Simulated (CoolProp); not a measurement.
Properties of dimethyl carbonate along the isobar 0.428 MPa.

Computed with CoolProp (reference Helmholtz-energy equation of state, Zhou 2011).

```
T (°C)  phase  cv (kJ/(kg K))  speed of sound (m/s)  fugacity coefficient
------  -----  --------------  --------------------  --------------------
159.05    gas           1.449                 192.8                0.9326
173.05    gas           1.479                 197.2                0.9392
187.05    gas           1.509                 201.3                0.9450
200.95    gas           1.538                 205.3                0.9500
214.95    gas           1.567                 209.2                0.9544
228.95    gas           1.595                 212.9                0.9583
242.95    gas           1.623                 216.5                0.9618
256.95    gas           1.649                 220.0                0.9650
270.95    gas           1.675                 223.4                0.9678
284.85    gas           1.700                 226.7                0.9703
298.85    gas           1.725                 230.0                0.9726
312.85    gas           1.748                 233.2                0.9747
326.85    gas           1.771                 236.3                0.9766
```
